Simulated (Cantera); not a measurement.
Input (Python, Cantera) and output of one run.

```python
import numpy as np
import cantera as ct

gas_names = """
    CL CL2 H HCL H2 N NH NH2 NH3 N2 N2H2 N2H4 Si SiCL SiCL2 SiCL3 SiCL4 SiH SiHCL3 SiH2 SiH2CL2 SiH3
    SiH3CL SiH4 SiN Si2 Si2N Si3
""".split()
cond_names = """
    NH4CL(a) NH4CL(b) Si(cr) Si(L) Si3N4(a)
""".split()


# ... load() reads the species with a 1 bar reference pressure and builds the phases ...
atoms = {
    'SiH2Cl2': {'Si': 1, 'H': 2, 'CL': 2},
    'Cl2': {'CL': 2},
    'N2': {'N': 2},
}
top_T = {'Si3N4(a)': 2400}  # K; cautious upper limits of use, not melting points


# ... equilibrate(T, P, feed) seeds the gas with the atoms and calls Mixture.equilibrate('TP', solver="vcs", rtol=1e-11, max_steps=5000) ...
results = []
feed = {'SiH2Cl2': 1, 'Cl2': 0.013, 'N2': 26}  # mol
P = 320  # Pa
for T in [1125, 1150, 1175, 1200, 1225, 1250, 1275, 1300, 1325, 1350, 1375, 1400, 1425]:
    mix = equilibrate(T, P, feed)
    results.append((T, P, feed, dict(zip(mix.species_names, mix.species_moles))))
    x = sorted(zip(gas.X, gas.species_names), reverse=True)
    print(f"T = {T:g} K  P = {P:g} Pa  gas = {mix.phase_moles(0):.4g} mol")
    print("   x: " + "  ".join(f"{s} {v:.3e}" for v, s in x if v > 0.0001))
    print("   condensed (mol): " + ("  ".join(f"{mix.phase(i).name} {mix.phase_moles(i):.4g}"
          for i in range(1, mix.n_phases) if mix.phase_moles(i) > 1e-12) or "none"))
```

Output:

```
T = 1125 K  P = 320 Pa  gas = 27.31 mol
   x: N2 9.307e-01  HCL 5.640e-02  H2 8.412e-03  SiCL4 4.287e-03  SiCL3 1.550e-04
   condensed (mol): Si3N4(a) 0.2922
T = 1150 K  P = 320 Pa  gas = 27.31 mol
   x: N2 9.306e-01  HCL 5.662e-02  H2 8.299e-03  SiCL4 4.149e-03  SiCL3 2.222e-04  SiCL2 1.301e-04
   condensed (mol): Si3N4(a) 0.2922
T = 1175 K  P = 320 Pa  gas = 27.32 mol
   x: N2 9.305e-01  HCL 5.677e-02  H2 8.215e-03  SiCL4 3.986e-03  SiCL3 3.115e-04  SiCL2 2.379e-04
   condensed (mol): Si3N4(a) 0.2919
T = 1200 K  P = 320 Pa  gas = 27.32 mol
   x: N2 9.303e-01  HCL 5.685e-02  H2 8.169e-03  SiCL4 3.785e-03  SiCL3 4.262e-04  SiCL2 4.210e-04
   condensed (mol): Si3N4(a) 0.291
T = 1225 K  P = 320 Pa  gas = 27.33 mol
   x: N2 9.302e-01  HCL 5.681e-02  H2 8.175e-03  SiCL4 3.531e-03  SiCL2 7.205e-04  SiCL3 5.672e-04
   condensed (mol): Si3N4(a) 0.2893
T = 1250 K  P = 320 Pa  gas = 27.34 mol
   x: N2 9.300e-01  HCL 5.662e-02  H2 8.253e-03  SiCL4 3.213e-03  SiCL2 1.189e-03  SiCL3 7.305e-04
   condensed (mol): Si3N4(a) 0.2864
T = 1275 K  P = 320 Pa  gas = 27.36 mol
   x: N2 9.297e-01  HCL 5.623e-02  H2 8.428e-03  SiCL4 2.821e-03  SiCL2 1.886e-03  SiCL3 9.042e-04
   condensed (mol): Si3N4(a) 0.282
T = 1300 K  P = 320 Pa  gas = 27.38 mol
   x: N2 9.294e-01  HCL 5.555e-02  H2 8.735e-03  SiCL2 2.861e-03  SiCL4 2.363e-03  SiCL3 1.067e-03
   condensed (mol): Si3N4(a) 0.2758
T = 1325 K  P = 320 Pa  gas = 27.41 mol
   x: N2 9.290e-01  HCL 5.453e-02  H2 9.208e-03  SiCL2 4.135e-03  SiCL4 1.868e-03  SiCL3 1.193e-03
   condensed (mol): Si3N4(a) 0.2674
T = 1350 K  P = 320 Pa  gas = 27.44 mol
   x: N2 9.287e-01  HCL 5.310e-02  H2 9.879e-03  SiCL2 5.679e-03  SiCL4 1.384e-03  SiCL3 1.255e-03
   condensed (mol): Si3N4(a) 0.2571
T = 1375 K  P = 320 Pa  gas = 27.48 mol
   x: N2 9.283e-01  HCL 5.124e-02  H2 1.076e-02  SiCL2 7.420e-03  SiCL3 1.246e-03  SiCL4 9.614e-04
   condensed (mol): Si3N4(a) 0.245
T = 1400 K  P = 320 Pa  gas = 27.52 mol
   x: N2 9.281e-01  HCL 4.898e-02  H2 1.184e-02  SiCL2 9.270e-03  SiCL3 1.174e-03  SiCL4 6.310e-04
   condensed (mol): Si3N4(a) 0.2317
T = 1425 K  P = 320 Pa  gas = 27.55 mol
   x: N2 9.278e-01  HCL 4.639e-02  H2 1.309e-02  SiCL2 1.115e-02  SiCL3 1.060e-03  SiCL4 3.964e-04
   condensed (mol): Si3N4(a) 0.2174
```

Equilibrium computed with Cantera from the NASA thermochemical tables; the gas is ideal and each condensed phase is pure. N2 is the only nitrogen source here; it is nearly inert below about 1500 K, so the nitride shown seldom forms there in practice. The tables' values for SiCl3 are old estimates; treat these amounts as uncertain.
